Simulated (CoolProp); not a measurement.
Isobutane along the isotherm 448 K: density (kg/m³) from the reference equation and from simpler models built on Tc = 407.8 K, pc = 36.29 bar, ω = 0.184; each cubic takes its own stable root.

Model: reference Helmholtz-energy equation of state, Bücker 2006, in CoolProp.

```tsv
p (bar)	phase	reference	ideal gas	van der Waals	Soave-Redlich-Kwong	Peng-Robinson
6.05	gas	9.859	9.440	9.840	9.860	9.919
12.1	gas	20.69	18.88	20.61	20.68	?
18.1	gas	32.63	28.24	32.49	32.59	33.21
24.2	gas	46.37	37.76	46.22	46.24	47.44
30.2	gas	61.99	?	62.06	61.65	63.72
36.3	supercritical	?	56.64	81.94	80.07	83.40
42.3	supercritical	103.9	66.00	108.3	102.0	?
48.4	supercritical	133.9	75.52	?	129.5	136.8
54.4	supercritical	?	?	191.5	161.9	171.9
```

Problem. Some entries are withheld; supply them.

Solution. 
- 12.1, Peng-Robinson: 20.93
- 30.2, ideal gas: 47.12
- 36.3, reference: 80.90
- 42.3, Peng-Robinson: 107.0
- 48.4, van der Waals: 148.5
- 54.4, reference: 172.4
- 54.4, ideal gas: 84.88
